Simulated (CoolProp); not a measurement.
Hexamethyldisiloxane (MM) at several states: Z from the reference equation and from simpler models built on Tc = 245.6 °C, pc = 1.931 MPa, ω = 0.418; each cubic takes its own stable root.

Computed with CoolProp (reference Helmholtz-energy equation of state, Thol 2016).

| T (°C) | p (MPa) | phase | reference |
|---|---|---|---|
| 187.55 | 0.235 | gas | 0.9304 |
| 36.75 | 6.82 | liquid | 0.5669 |
| -11.45 | 3.74 | liquid | 0.3481 |

Q: How far does each simpler model (van der Waals, Redlich-Kwong, Soave-Redlich-Kwong, Peng-Robinson) lie from the reference over these 3 states: mean and median of the absolute difference, and the worst?

A: 
- van der Waals: mean 41.9 %, median 59.1 %, worst +64.5 % at -11.45 °C and 3.74 MPa
- Redlich-Kwong: mean 8.0 %, median 10.7 %, worst +12.2 % at -11.45 °C and 3.74 MPa
- Soave-Redlich-Kwong: mean 5.2 %, median 6.7 %, worst +8.5 % at -11.45 °C and 3.74 MPa
- Peng-Robinson: mean 2.8 %, median 3.3 %, worst -5.0 % at 36.75 °C and 6.82 MPa
